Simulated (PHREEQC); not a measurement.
Consider water at 25 °C with 0.22 mol/kgw CaCl2, 0.013 mol/kgw Cd(NO3)2 and 0.00099 mol/kgw NiSO4. Closed to the air; pH follows from the charge balance.

Model: ion-association model, wateq4f.dat, run in PHREEQC.

This is a speciation only: nothing precipitates in the calculation.

Question: Estimate the pH, activity of water.

Answer: pH 5.93; activity of water 0.988.

Question: In which forms is Cl present?

Answer: Cl- 96 %, CdCl2 2.1 %, CdCl+ 1.5 %, CdCl3- 0.8 % of the Cl.
